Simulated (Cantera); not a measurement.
A closed system holds: 1 mol V₂O₃, 1.4 mol H₂, 0.22 mol H₂O, at 827 °C and 68.0 Pa.

Equilibrium computed with Cantera from the NASA thermochemical tables; the gas is ideal and each condensed phase is pure. Candidate condensed phases: H₂O, V, VO, V₂O₃, V₂O₄, V₂O₅; 12 gas species. Condensed phases not in the tables: the oxides between V₂O₃ and V₂O₅ other than VO₂. Kinetics and transport are ignored.

Base state: H₂ 0.864, H₂O 0.136 (mole fractions); condensed: V₂O₃(s).

What changes in the equilibrium state with this change: V₂O₃ replaced by Fe₃O₄?


```
species       before  after
------------  ------  -----
H₂O            0.136  0.753
H₂             0.864  0.247
V₂O₃(s), mol    1.00      0
FeO(s), mol        0   3.00
```
The tables' stoichiometric FeO is somewhat more stable than real wüstite, so its field is too wide. FeO: taken at fixed stoichiometry. Further candidate phases: Fe, FeO, Fe(OH)₂, Fe(OH)₃, Fe₂O₃, Fe₃O₄.
